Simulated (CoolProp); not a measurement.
Saturated liquid density (kg/m³) of octamethyltrisiloxane (MDM): the reference equation beside estimates from Tc = 565.4 K, pc = 1.438 MPa, ω = 0.528. Rackett uses Z = 0.29056 − 0.08775 ω.

Computed with CoolProp (reference Helmholtz-energy equation of state, Thol 2017).

| T (K) | reference | Rackett | Redlich-Kwong | Soave-Redlich-Kwong | Peng-Robinson |
|---|---|---|---|---|---|
| 448.6 | 645.1 | 727.2 | 532.0 | 584.5 | 662.6 |
| 458 | 632.0 | 711.9 | 518.5 | 570.7 | 647.2 |
| 467.5 | 618.1 | 695.8 | 504.1 | (withheld) | 630.4 |
| 476.9 | 603.8 | 679.1 | 489.2 | (withheld) | (withheld) |
| 486.4 | 588.4 | 661.3 | 473.2 | 522.7 | 593.1 |
| 495.8 | 572.2 | 642.7 | 456.5 | 504.4 | 572.1 |
| 505.3 | 554.7 | 622.6 | (withheld) | 484.1 | 548.9 |
| 514.8 | 535.5 | 600.8 | 418.8 | 461.9 | 523.2 |
| 524.2 | 514.4 | (withheld) | 397.7 | 437.4 | 494.7 |
| 533.7 | 490.1 | 549.9 | 374.0 | 409.4 | 462.0 |
| 543.1 | 461.2 | 518.2 | 347.0 | 377.1 | 423.9 |
| 552.6 | 422.6 | 477.3 | (withheld) | 336.5 | 375.9 |

Task: Fill in the missing entries.

Result: 
- 467.5, Soave-Redlich-Kwong: 555.8
- 476.9, Soave-Redlich-Kwong: 539.9
- 476.9, Peng-Robinson: 612.6
- 505.3, Redlich-Kwong: 438.4
- 524.2, Rackett: 577.0
- 552.6, Redlich-Kwong: 313.7

Absolute difference from the reference over all 12 rows, mean and median: Rackett 12.4 and 12.4 %, Redlich-Kwong 21.0 and 20.6 %, Soave-Redlich-Kwong 13.3 and 12.3 %, Peng-Robinson 3.5 and 2.4 %.
